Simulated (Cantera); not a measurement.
Feed: 1 mol ZrN, 0.011 mol H2, at 1177 °C and 1.00 bar.

These are equilibrium values from Cantera (NASA tables, ideal gas, pure condensed phases), not measurements of a reactor. Candidate condensed phases: Zr, ZrN; 11 gas species. ZrN: taken at fixed stoichiometry. Equilibrium is a limit: real reactors are often held back by kinetics, nucleation or transport.

Base state: H2 1.000 (mole fractions); condensed: ZrN(s).

**Question.** What changes in the equilibrium state with this change: 0.00073 mol O2 added?

**Answer.** 
```tsv
species	before	after
H2	1.000	0.968
N2	<1e-9	0.0321
NH3	<1e-9	1.23e-5
ZrN(s), mol	1.00	0.999
ZrO2(monoclinic), mol	0	0.000730
```
Mutual solubility and eutectic melting of coexisting phases are not modelled. Condensed phases not in the tables: solid solutions among these carbides, nitrides and lower oxides. Further candidate phases: H2O, ZrO2.

**Question.** What changes in the equilibrium state with this change: temperature from 1177 °C to 2602 °C?

**Answer.** 
| species | before | after |
|---|---|---|
| H2 | 1.000 | 0.899 |
| H | 9.46e-6 | 0.100 |
| N2 | <1e-9 | 0.000256 |
| Zr | <1e-9 | 0.000102 |
| ZrN(s), mol | 1.00 | 1.000 |
